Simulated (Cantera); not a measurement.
**Ti + CH4 + H2 (titanium nitride, carbide and oxide coatings)**

A closed system holds: 1 mol Ti, 1.7 mol CH4, 16 mol H2, equilibrated at 1.20 mbar.

Method: chemical equilibrium by Gibbs-energy minimisation in Cantera with the NASA 1993 tables (ideal gas, pure condensed phases). Candidate condensed phases: C, C6H6, C7H8, C8H18, Ti, TiC; 77 gas species. TiC: taken at fixed stoichiometry. Kinetics and transport are ignored.

From 1173 K to 2273 K the condensed part is C(graphite) + TiC(s).

| T (K) | x H2 | x H | x C2H2 (acetylene) | x Ti | x C2H | x CH4 | n C(graphite) | n TiC(s) |
|---|---|---|---|---|---|---|---|---|
| 1173 | 1.000 | 3.40e-6 | 6.12e-8 | <1e-12 | <1e-12 | 2.33e-5 | 0.700 | 1.00 |
| 1273 | 1.000 | 2.06e-5 | 3.72e-7 | <1e-12 | <1e-12 | 1.13e-5 | 0.700 | 1.00 |
| 1373 | 1.000 | 9.61e-5 | 1.73e-6 | <1e-12 | <1e-12 | 6.04e-6 | 0.700 | 1.00 |
| 1473 | 1.000 | 0.000365 | 6.50e-6 | <1e-12 | 3.77e-12 | 3.52e-6 | 0.700 | 1.00 |
| 1573 | 0.999 | 0.00117 | 2.06e-5 | 1.68e-11 | 7.01e-11 | 2.20e-6 | 0.699 | 1.00 |
| 1673 | 0.997 | 0.00328 | 5.68e-5 | 3.23e-10 | 9.17e-10 | 1.45e-6 | 0.698 | 1.00 |
| 1773 | 0.992 | 0.00818 | 0.000139 | 4.44e-9 | 8.93e-9 | 9.95e-7 | 0.695 | 1.00 |
| 1873 | 0.981 | 0.0185 | 0.000306 | 4.59e-8 | 6.79e-8 | 7.04e-7 | 0.688 | 1.000 |
| 1973 | 0.961 | 0.0382 | 0.000616 | 3.74e-7 | 4.17e-7 | 5.06e-7 | 0.676 | 1.000 |
| 2073 | 0.926 | 0.0731 | 0.00113 | 2.48e-6 | 2.13e-6 | 3.62e-7 | 0.654 | 1.000 |
| 2173 | 0.868 | 0.130 | 0.00192 | 1.38e-5 | 9.19e-6 | 2.52e-7 | 0.620 | 1.000 |
| 2273 | 0.782 | 0.215 | 0.00295 | 6.58e-5 | 3.41e-5 | 1.66e-7 | 0.571 | 0.999 |
x: gas mole fraction; n: condensed amount in mol.
